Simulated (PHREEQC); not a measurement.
Hard or scaling water: an equilibrium model

Make-up at 25 °C: 0.00038 mol CaSO4 and 0.0045 mol NaF per kg of water. Closed to the air; pH follows from the charge balance.

The numbers come from PHREEQC with the ion-association model, phreeqc.dat.

Each row changes one thing in this solution. Precipitation was switched off in this run.

| case | pH | ionic strength (mol/kgw) |
|---|---|---|
| as made | 7.41 | 0.00595 |
| NaF left out | 7.00 | 0.00145 |
| temperature from 25 to 50 °C | 7.14 | ? |
| temperature from 25 to 20 °C | 7.48 | 0.00595 |
| NaF replaced by NaHS at the same molality | 9.24 | 0.00596 |
| CaSO4 left out | ? | 0.00449 |
| CaSO4 from 0.00038 to 0.000342 mol/kgw | 7.41 | 0.00581 |
| 0.00074 mol/kgw (CH3)4NCl added | 7.41 | 0.00669 |

Question: What belongs in the gaps?

Answer: 
- temperature from 25 to 50 °C, ionic strength (mol/kgw): 0.00594
- CaSO4 left out, pH: 7.42

Some of these states are supersaturated (in Fluorite, for instance). (CH3)4N+ isn't in the database: it is added as a free cation with an ion size of 4 Å. Away from 25 °C the constants follow the database's enthalpies or fits; those with neither stay at their 25 °C values.
